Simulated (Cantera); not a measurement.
Mixture: H₂ : O₂ : N₂ : H₂O = 1 : 0.82 : 3.08 : 1 (molar parts), at 9.87 atm, adiabatic and at constant volume. Ignition delay is the time to a rise of 400 K.

Model: the H2/O2 subset of GRI-Mech 3.0, which has no nitrogen chemistry, integrated in Cantera. The hydrogen kinetics of GRI-Mech 3.0 are dated; newer H2 mechanisms differ, most at raised pressure.

Q: What does this change do: pressure from 9.87 atm to 1.00 atm?

A: 
```json
[
 {"quantity": "delay at 975 K", "before": "22.4 ms", "after": "57.5 ms"},
 {"quantity": "delay at 1075 K", "before": "2.87 ms", "after": "0.470 ms"},
 {"quantity": "delay at 1175 K", "before": "0.484 ms", "after": "82.3 µs"},
 {"quantity": "delay at 1275 K", "before": "89.1 µs", "after": "43.0 µs"},
 {"quantity": "delay at 1375 K", "before": "14.2 µs", "after": "28.6 µs"},
 {"quantity": "delay at 1475 K", "before": "3.48 µs", "after": "22.0 µs"}
]
```

Q: What does this change do: N2 3.08 to 5.9 parts?

A: 
```
quantity           before     after
---------------  --------  --------
delay at 975 K    22.4 ms   30.5 ms
delay at 1075 K   2.87 ms   3.77 ms
delay at 1175 K  0.484 ms  0.592 ms
delay at 1275 K   89.1 µs   91.8 µs
delay at 1375 K   14.2 µs   12.1 µs
delay at 1475 K   3.48 µs   4.33 µs
```
